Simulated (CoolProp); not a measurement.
Properties of octamethylcyclotetrasiloxane (D4) along the isobar 15.7 bar.

Model: reference Helmholtz-energy equation of state, Thol 2015, in CoolProp.

```csv
T (K),phase,density (kg/m³),cp (kJ/(kg K)),speed of sound (m/s),expansivity (1/kK)
307.5,liquid,…,1.685,895.6,1.197
323.4,liquid,…,1.712,844.4,1.228
339.4,liquid,906.2,1.743,…,1.263
355.4,liquid,887.8,1.775,…,1.304
371.4,liquid,…,…,698.7,1.352
387.4,liquid,850.2,1.844,652.9,1.407
403.4,liquid,830.8,…,608.3,1.471
419.3,liquid,811.2,1.916,565.0,…
435.3,liquid,790.8,1.954,522.5,1.635
451.3,liquid,769.7,1.992,480.8,1.744
467.3,liquid,747.8,2.032,439.6,1.878
483.3,liquid,724.7,2.073,398.8,2.048
```

Problem. What belongs in the gaps?

Solution. 
- 307.5, density (kg/m³): 942.4
- 323.4, density (kg/m³): 924.4
- 339.4, speed of sound (m/s): 794.4
- 355.4, speed of sound (m/s): 745.9
- 371.4, density (kg/m³): 869.1
- 371.4, cp (kJ/(kg K)): 1.808
- 403.4, cp (kJ/(kg K)): 1.880
- 419.3, expansivity (1/kK): 1.545
